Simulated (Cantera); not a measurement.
A closed system holds: 1 mol CH3Cl, 0.019 mol F2, at 2723 K and 78.0 Pa.

Method: chemical equilibrium by Gibbs-energy minimisation in Cantera with the NASA 1993 tables (ideal gas, pure condensed phases). Candidate condensed phases: C, C6H6, C7H8, C8H18; 118 gas species. The numbers say what is thermodynamically allowed, not how fast it happens.

Base state: H 0.614, Cl 0.233, H2 0.0766, HCl 0.0419, C3 0.0153, HF 0.0101, C 0.00355, C2H2 (acetylene) 0.00196 (mole fractions); condensed: C(graphite).

### Question
What changes in the equilibrium state with this change: CH3Cl replaced by CH2F2?

### Answer
| species | before | after |
|---|---|---|
| HF | 0.0101 | 0.741 |
| F | 0.000289 | 0.121 |
| H | 0.614 | 0.107 |
| Cl | 0.233 | 0 |
| HCl | 0.0419 | 0 |
| H2 | 0.0766 | 0.00235 |
| C3 | 0.0153 | 0.0153 |
| CF2 | 1.77e-9 | 0.000308 |
| C2HCl | 1.71e-5 | 0 |
| C(graphite), mol | 0.780 | 0.856 |

### Question
What changes in the equilibrium state with this change: temperature from 2723 K to 3323 K?

### Answer
| species | before | after |
|---|---|---|
| H | 0.614 | 0.620 |
| Cl | 0.233 | 0.208 |
| C | 0.00355 | 0.129 |
| H2 | 0.0766 | 0.00200 |
| HCl | 0.0419 | 0.00100 |
| C2 | 0.00147 | 0.0147 |
| HF | 0.0101 | 0.00183 |
| C3 | 0.0153 | 0.0168 |
| C4H2 | 2.09e-5 | 4.11e-9 |
| C2H2 (acetylene) | 0.00196 | 4.44e-6 |
| C2HCl | 1.71e-5 | 6.92e-8 |
| F | 0.000289 | 0.00596 |
| C(graphite), mol | 0.780 | 0 |
